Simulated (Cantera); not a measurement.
Feed: 1 mol KCl, 0.14 mol HCl, 0.89 mol H2, at 875 °C and 0.400 Pa.

These are equilibrium values from Cantera (NASA tables, ideal gas, pure condensed phases), not measurements of a reactor. Candidate condensed phases: K, KCl; 10 gas species. Rates play no part.

Base state: KCl 0.492, H2 0.438, HCl 0.0691, K2Cl2 0.000177, K 8.73e-5, H 2.37e-5 (mole fractions); condensed: gas only.

Q: What changes in the equilibrium state with this change: pressure from 0.400 Pa to 14.0 Pa?

A: 
```
species    before    after
-------  --------  -------
KCl         0.492    0.484
H2          0.438    0.441
HCl        0.0691   0.0694
K2Cl2    0.000177  0.00598
K         8.73e-5  1.45e-5
H         2.37e-5  4.02e-6
```

Q: What changes in the equilibrium state with this change: temperature from 875 °C to 1227 °C?

A: 
```json
[
 {"species": "KCl", "before": "0.492", "after": "0.475"},
 {"species": "H2", "before": "0.438", "after": "0.425"},
 {"species": "HCl", "before": "0.0691", "after": "0.0800"},
 {"species": "K", "before": "8.73e-5", "after": "0.0126"},
 {"species": "Cl", "before": "3.29e-6", "after": "0.000870"},
 {"species": "H", "before": "2.37e-5", "after": "0.00574"},
 {"species": "K2Cl2", "before": "0.000177", "after": "1.92e-6"}
]
```

Q: What changes in the equilibrium state with this change: 0.024 mol NH3 added?

A: 
```
species    before     after
-------  --------  --------
KCl         0.492     0.481
H2          0.438     0.446
HCl        0.0691    0.0675
N2              0   0.00578
K2Cl2    0.000177  0.000169
H         2.37e-5   2.39e-5
K         8.73e-5   8.80e-5
```
Further candidate phases: NH4Cl.
